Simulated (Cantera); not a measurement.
## Silicon etching in halogen gases: Si + Cl2 + N2

Input: 1 mol Si, a varied amount of Cl2, 0.33 mol N2, held at 25.0 mbar.

Method: chemical equilibrium by Gibbs-energy minimisation in Cantera with the NASA 1993 tables (ideal gas, pure condensed phases). Candidate condensed phases: Si, Si3N4; 13 gas species. N2 is the only nitrogen source here; it is nearly inert below about 1500 K, so the nitride shown seldom forms there in practice. Mutual solubility and eutectic melting of coexisting phases are not modelled. The tables' values for SiCl3 are old estimates. Equilibrium is a limit: real reactors are often held back by kinetics, nucleation or transport.

Stable condensed phases:

```
T in °C \ n(Cl2) in mol
         0.69 0.99  1.4    2  2.9  4.2  6.1  8.8
   1402     A    A    B    B    B    B    B    B
   1302     A    A    B    B    B    B    B    B
   1202     A    A    A    B    B    B    B    B
   1102     C    A    A    B    B    B    B    B
   1002     C    A    A    B    B    B    B    B
    902     C    A    A    B    B    B    B    B
    802     C    C    A    B    B    B    B    B
    702     C    C    A    B    B    B    B    B
    602     C    C    A    B    B    B    B    B
    502     C    C    A    B    B    B    B    B
    402     C    C    A    B    B    B    B    B
    302     C    C    A    B    B    B    B    B
```

A: Si3N4; B: gas only; C: Si + Si3N4.
